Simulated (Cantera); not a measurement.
A freely propagating, adiabatic, planar premixed flame of H₂ : O₂ : N₂ = 1 : 0.602 : 2.27 (molar parts), equivalence ratio 0.83, unburnt at 500 K and 0.840 bar; mixture-averaged transport, grid criteria slope 0.08 and curve 0.16, no radiation.

Detailed kinetics in Cantera: the H2/O2 subset of GRI-Mech 3.0, which has no nitrogen chemistry. Burning velocities carry a grid error of a few per cent, more on coarse grids.

x: mole fraction of selected species; z is measured from the peak of heat release.

```tsv
z (mm)	T (K)	u (m/s)	x H₂	x O₂	x H₂O	x HO₂	x OH	x H₂O₂
-1.59	500	4.46	0.258	0.155	<1e-8	<1e-8	<1e-8	<1e-8
-1.06	500	4.46	0.258	0.155	<1e-8	<1e-8	<1e-8	<1e-8
-0.797	500	4.46	0.258	0.155	<1e-8	<1e-8	<1e-8	<1e-8
-0.532	500	4.45	0.258	0.156	2.37e-7	1.60e-7	<1e-8	<1e-8
-0.266	512	4.53	0.253	0.156	0.000408	0.000156	1.82e-5	[?]
-0.133	725	6.24	0.218	0.153	0.0184	0.000229	0.000814	[?]
0	1167	9.71	0.126	0.118	0.0977	9.25e-5	0.00301	[?]
0.133	1485	12.2	0.0502	0.0656	0.189	4.33e-5	0.00899	[?]
0.266	1642	13.4	0.0323	0.0489	0.217	2.77e-5	0.0126	[?]
0.532	1804	14.6	0.0279	0.0430	0.230	1.92e-5	0.0151	[?]
1.06	1962	15.7	0.0239	0.0392	0.243	1.29e-5	0.0163	[?]
2.13	2101	16.7	0.0183	0.0359	0.256	8.22e-6	0.0159	[?]
4.25	2213	17.4	0.0123	0.0333	0.269	5.22e-6	0.0140	[?]
```

**Question.** Some entries are withheld; supply them.

**Answer.** 
- -0.266, x H₂O₂: 4.40e-6
- -0.133, x H₂O₂: 3.08e-5
- 0, x H₂O₂: 6.59e-6
- 0.133, x H₂O₂: 3.58e-6
- 0.266, x H₂O₂: 2.01e-6
- 0.532, x H₂O₂: 1.01e-6
- 1.06, x H₂O₂: 5.43e-7
- 2.13, x H₂O₂: 3.41e-7
- 4.25, x H₂O₂: 2.46e-7
